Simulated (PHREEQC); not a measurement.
Dissolve 0.0031 mol/kgw NH4HF2, 9.9e-05 mol/kgw H2SiF6, 0.061 mol/kgw HBF4, 0.00077 mol/kgw H2SO4 and 0.0014 mol/kgw NaOH at 20 °C. Closed to the air; pH follows from the charge balance.

Computed with PHREEQC (ion-association model, phreeqc.dat).

Precipitation was switched off in this run.

Q: Order these F species by the share of F that they hold, largest first: BF2(OH)2-, BF3OH-, SiF6-2, BF4-, HF.

A: BF4- (93 %), HF (5.2 %), BF3OH- (1.8 %), SiF6-2 (0.24 %), BF2(OH)2- (0.10 %)

The pH is 1.32 and the ionic strength 0.0615 mol/kgw. SiF6-2 is the database's only silicon fluoride. Real BF4- forms and hydrolyses slowly; the run takes it at equilibrium.
